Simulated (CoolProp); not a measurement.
Saturated liquid density (kg/m³) of propylene: the reference equation beside estimates from Tc = 91.1 °C, pc = 4.555 MPa, ω = 0.146. Rackett uses Z = 0.29056 − 0.08775 ω.

Computed with CoolProp (reference Helmholtz-energy equation of state, Lemmon 2013).

```
T (°C)  reference  Rackett  van der Waals  Redlich-Kwong  Soave-Redlich-Kwong
------  ---------  -------  -------------  -------------  -------------------
-95.55      666.6    656.6          417.8          620.8                624.0
-92.95      663.6    653.8          416.2          618.1                621.6
-90.25      660.5    650.9          414.5          615.3                619.1
-87.65      657.6    648.1          412.8          612.6                616.6
-84.95      654.5    645.2          411.0          609.7                613.9
-82.25      651.4    642.3          409.3          606.7                611.2
-79.65      648.3    639.4          407.6          603.9                608.6
-76.95      645.2    636.4          405.8          600.9                605.9
-74.25      642.1    633.4          404.0          597.8                603.1
-71.65      639.0    630.5          402.2          594.8                600.4
-68.95      635.8    627.4          400.3          591.7                597.5
-66.25      632.6    624.3          398.5          588.5                594.6
-63.65      629.5    621.4          396.6          585.4                591.7
-60.95      626.3    618.2          394.7          582.2                588.7
```

Absolute difference from the reference over all 14 rows, mean and median: Rackett 1.4 and 1.4 %, van der Waals 37.1 and 37.1 %, Redlich-Kwong 6.9 and 6.9 %, Soave-Redlich-Kwong 6.1 and 6.1 %.
